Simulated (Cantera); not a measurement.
Charge: 1 mol Si, 0.043 mol CO2, 44 mol H2, held at 1330 Pa.

These are equilibrium values from Cantera (NASA tables, ideal gas, pure condensed phases), not measurements of a reactor. Candidate condensed phases: C, C6H6, C7H8, C8H18, H2O, Si, SiC, SiO2; 123 gas species. Mutual solubility and eutectic melting of coexisting phases are not modelled. Gases not in the tables: Si2H6 and higher silanes. The numbers say what is thermodynamically allowed, not how fast it happens.

Problem. At 1602 °C, list the 7 most abundant gas species with their mole fractions, and the condensed phases.

Solution. H2 0.992, H 0.00565, SiO 0.00167, Si 0.000679, CO 0.000274, SiH 7.24e-5, SiH2 4.93e-5. Condensed: Si(l) + SiC(s).
